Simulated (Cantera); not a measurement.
A Cantera script and what it prints.

```python
import numpy as np
import cantera as ct

gas_names = """
    F F2 N NF NF2 NF3 N2 Pb PbF PbF2 PbF4 Pb2
""".split()
cond_names = """
    Pb(cr) Pb(L) PbF2(a) PbF2(b) PbF2(L)
""".split()


def load(file, names, dense=False):
    # The tables refer to 1 bar. Condensed volumes are neglected.
    table = {s.name: s for s in ct.Species.list_from_file(file)}
    out = []
    for n in names:
        d = dict(table[n].input_data)
        d["thermo"] = dict(d["thermo"], **{"reference-pressure": 1e5})
        if dense:
            d["equation-of-state"] = {"model": "constant-volume", "density": "1e6 g/cm^3"}
        out.append(ct.Species.from_dict(d))
    return out


gas = ct.Solution(thermo="ideal-gas", species=load("nasa_gas.yaml", gas_names))
cond = {s.name: ct.Solution(thermo="fixed-stoichiometry", species=[s], name=s.name)
        for s in load("nasa_condensed.yaml", cond_names, dense=True)}
atoms = {
    'PbF2': {'Pb': 1, 'F': 2},
    'N2': {'N': 2},
}
top_T = {}  # K; cautious upper limits of use, not melting points


def equilibrate(T, P, feed):
    n = {}
    for name, mol in feed.items():
        for a, k in atoms[name].items():
            n[a] = n.get(a, 0.0) + k * mol
    gas.TPX = T, P, n
    mass = sum(n.values()) * gas.mean_molecular_weight
    gas.equilibrate("TP")
    valid = [c for c in cond.values() if c.min_temp <= T <= top_T.get(c.name, c.max_temp)]
    mix = ct.Mixture([(gas, mass / gas.mean_molecular_weight)] + [(c, 0.0) for c in valid])
    mix.T, mix.P = T, P
    mix.equilibrate("TP", solver="vcs", rtol=1e-11, max_steps=5000)
    return mix


results = []
feed = {'PbF2': 1, 'N2': 43}  # mol
for P in [0.1, 0.72, 5.2, 37, 270, 1900, 14000, 100000]:
    for T in [1175, 1250, 1325, 1400, 1475, 1550, 1625, 1700, 1775, 1850, 1925, 2000, 2075, 2150]:
        mix = equilibrate(T, P, feed)
        results.append((T, P, feed, dict(zip(mix.species_names, mix.species_moles))))

for T, P, feed, n in results:
    print(f"{T:7g} {P:10.4g}  " + (" + ".join(c for c in cond_names if n.get(c, 0) > 1e-12) or "gas only"))
```

It prints:

```
   1175        0.1  gas only
   1250        0.1  gas only
   1325        0.1  gas only
   1400        0.1  gas only
   1475        0.1  gas only
   1550        0.1  gas only
   1625        0.1  gas only
   1700        0.1  gas only
   1775        0.1  gas only
   1850        0.1  gas only
   1925        0.1  gas only
   2000        0.1  gas only
   2075        0.1  gas only
   2150        0.1  gas only
   1175       0.72  gas only
   1250       0.72  gas only
   1325       0.72  gas only
   1400       0.72  gas only
   1475       0.72  gas only
   1550       0.72  gas only
   1625       0.72  gas only
   1700       0.72  gas only
   1775       0.72  gas only
   1850       0.72  gas only
   1925       0.72  gas only
   2000       0.72  gas only
   2075       0.72  gas only
   2150       0.72  gas only
   1175        5.2  gas only
   1250        5.2  gas only
   1325        5.2  gas only
   1400        5.2  gas only
   1475        5.2  gas only
   1550        5.2  gas only
   1625        5.2  gas only
   1700        5.2  gas only
   1775        5.2  gas only
   1850        5.2  gas only
   1925        5.2  gas only
   2000        5.2  gas only
   2075        5.2  gas only
   2150        5.2  gas only
   1175         37  gas only
   1250         37  gas only
   1325         37  gas only
   1400         37  gas only
   1475         37  gas only
   1550         37  gas only
   1625         37  gas only
   1700         37  gas only
   1775         37  gas only
   1850         37  gas only
   1925         37  gas only
   2000         37  gas only
   2075         37  gas only
   2150         37  gas only
   1175        270  gas only
   1250        270  gas only
   1325        270  gas only
   1400        270  gas only
   1475        270  gas only
   1550        270  gas only
   1625        270  gas only
   1700        270  gas only
   1775        270  gas only
   1850        270  gas only
   1925        270  gas only
   2000        270  gas only
   2075        270  gas only
   2150        270  gas only
   1175       1900  gas only
   1250       1900  gas only
   1325       1900  gas only
   1400       1900  gas only
   1475       1900  gas only
   1550       1900  gas only
   1625       1900  gas only
   1700       1900  gas only
   1775       1900  gas only
   1850       1900  gas only
   1925       1900  gas only
   2000       1900  gas only
   2075       1900  gas only
   2150       1900  gas only
   1175    1.4e+04  Pb(L)
   1250    1.4e+04  gas only
   1325    1.4e+04  gas only
   1400    1.4e+04  gas only
   1475    1.4e+04  gas only
   1550    1.4e+04  gas only
   1625    1.4e+04  gas only
   1700    1.4e+04  gas only
   1775    1.4e+04  gas only
   1850    1.4e+04  gas only
   1925    1.4e+04  gas only
   2000    1.4e+04  gas only
   2075    1.4e+04  gas only
   2150    1.4e+04  gas only
   1175      1e+05  Pb(L) + PbF2(L)
   1250      1e+05  Pb(L)
   1325      1e+05  Pb(L)
   1400      1e+05  gas only
   1475      1e+05  gas only
   1550      1e+05  gas only
   1625      1e+05  gas only
   1700      1e+05  gas only
   1775      1e+05  gas only
   1850      1e+05  gas only
   1925      1e+05  gas only
   2000      1e+05  gas only
   2075      1e+05  gas only
   2150      1e+05  gas only
```

Cantera equilibrium calculation (NASA polynomials, part measured and part estimated; ideal gas, pure solids and liquids). Each liquid is taken as pure. Mutual solubility and eutectic melting of coexisting phases are not modelled.
